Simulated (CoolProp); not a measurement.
Model: reference Helmholtz-energy equation of state, Thol 2019, in CoolProp.

**Question.** Give the vapour pressure (MPa), liquid density (kg/m³), vapour density (kg/m³), liquid cp (kJ/(kg K)) of saturated decamethylcyclopentasiloxane (D5) at 444.6, 530 K.

**Answer.** 
```json
[
 {"T (K)": "444.6", "p (MPa)": "0.0361", "liquid density (kg/m³)": "793", "vapour density (kg/m³)": "3.78", "liquid cp (kJ/(kg K))": "1.93"},
 {"T (K)": "530", "p (MPa)": "0.264", "liquid density (kg/m³)": "676", "vapour density (kg/m³)": "27.2", "liquid cp (kJ/(kg K))": "2.10"}
]
```
